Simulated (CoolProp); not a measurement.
The fluid at 329.88 K and 0.0333 MPa is compressed adiabatically to 0.156 MPa with isentropic efficiency 0.6. The same conditions are run with several fluids, on thermodynamics alone (safety and materials aside).

Computed with CoolProp (reference Helmholtz-energy equation of state of each fluid (R245ca: Zhou 2016; R1224YDZ: Akasaka 2023; isohexane: Lemmon 2006; nitrogen: Span 2000; R410A: Lemmon 2003)). Blends and air are pseudo-pure fits.

**Question.** Rank R245ca, R1224YDZ, isohexane, nitrogen, R410A by work (kJ/kg), highest first.

**Answer.** nitrogen (317), R410A (107), isohexane (82.7), R245ca (54.5), R1224YDZ (49.3)

```
fluid      final temperature (K)  final density (kg/m³)
---------  ---------------------  ---------------------
R245ca                     385.1                   6.69
R1224YDZ                   388.6                   7.34
isohexane                  375.4                   4.53
nitrogen                   629.6                  0.834
R410A                      444.3                   3.08
```
